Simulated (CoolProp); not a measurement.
A closed Brayton cycle with carbon dioxide: compressor inlet 310.15 K and 8.2 MPa, high pressure 19.9 MPa, turbine inlet 990 K, compressor efficiency 0.8, turbine efficiency 0.85, recuperator effectiveness 0.8 (on enthalpy, no pinch check). Each further row changes one setting.

Computed with CoolProp (reference Helmholtz-energy equation of state, Span 1996).

```json
[
 {"case": "as stated", "thermal efficiency (%)": "[?]", "net work (kJ/kg)": "104", "compressor to turbine work": "0.23", "compressor exit (K)": "361.3", "turbine exit (K)": "877.1"},
 {"case": "turbine inlet 940 K", "thermal efficiency (%)": "28.3", "net work (kJ/kg)": "96.9", "compressor to turbine work": "0.24", "compressor exit (K)": "361.3", "turbine exit (K)": "830.9"},
 {"case": "compressor inlet 320.15 K", "thermal efficiency (%)": "28.1", "net work (kJ/kg)": "90.9", "compressor to turbine work": "[?]", "compressor exit (K)": "[?]", "turbine exit (K)": "877.1"},
 {"case": "high pressure 16.9 MPa", "thermal efficiency (%)": "25.9", "net work (kJ/kg)": "87.5", "compressor to turbine work": "[?]", "compressor exit (K)": "351.6", "turbine exit (K)": "[?]"},
 {"case": "recuperator effectiveness 0.5", "thermal efficiency (%)": "19.2", "net work (kJ/kg)": "104", "compressor to turbine work": "0.23", "compressor exit (K)": "361.3", "turbine exit (K)": "877.1"}
]
```

Q: Fill in the missing entries.

A: 
- as stated, thermal efficiency (%): 28.9
- compressor inlet 320.15 K, compressor to turbine work: 0.33
- compressor inlet 320.15 K, compressor exit (K): 392.0
- high pressure 16.9 MPa, compressor to turbine work: 0.21
- high pressure 16.9 MPa, turbine exit (K): 897.2
